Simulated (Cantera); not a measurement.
What does this Cantera script print?

```python
import numpy as np
import cantera as ct

gas_names = """
    CL CL2 H HCL H2 Si SiCL SiCL2 SiCL3 SiCL4 SiH SiHCL3 SiH2 SiH2CL2 SiH3 SiH3CL SiH4 Si2 Si3
""".split()
cond_names = """
    Si(cr) Si(L)
""".split()


# ... load() reads the species with a 1 bar reference pressure and builds the phases ...
atoms = {
    'Si': {'Si': 1},
    'HCl': {'H': 1, 'CL': 1},
    'H2': {'H': 2},
}
top_T = {}  # K; cautious upper limits of use, not melting points


# ... equilibrate(T, P, feed) seeds the gas with the atoms and calls Mixture.equilibrate('TP', solver="vcs", rtol=1e-11, max_steps=5000) ...
results = []
feed = {'Si': 1, 'HCl': 1.2, 'H2': 1.3}  # mol
T = 650  # K
P = 230000  # Pa
mix = equilibrate(T, P, feed)
results.append((T, P, feed, dict(zip(mix.species_names, mix.species_moles))))
x = sorted(zip(gas.X, gas.species_names), reverse=True)
print(f"T = {T:g} K  P = {P:g} Pa  gas = {mix.phase_moles(0):.4g} mol")
print("   x: " + "  ".join(f"{s} {v:.3e}" for v, s in x if v > 1e-05))
print("   condensed (mol): " + ("  ".join(f"{mix.phase(i).name} {mix.phase_moles(i):.4g}"
      for i in range(1, mix.n_phases) if mix.phase_moles(i) > 1e-12) or "none"))
```

Result:

```
T = 650 K  P = 230000 Pa  gas = 2.16 mol
   x: H2 8.423e-01  SiCL4 8.597e-02  SiHCL3 6.844e-02  SiH2CL2 3.161e-03  HCL 8.595e-05  SiH3CL 2.998e-05
   condensed (mol): Si(cr) 0.6596
```

These are equilibrium values from Cantera (NASA tables, ideal gas, pure condensed phases), not measurements of a reactor.
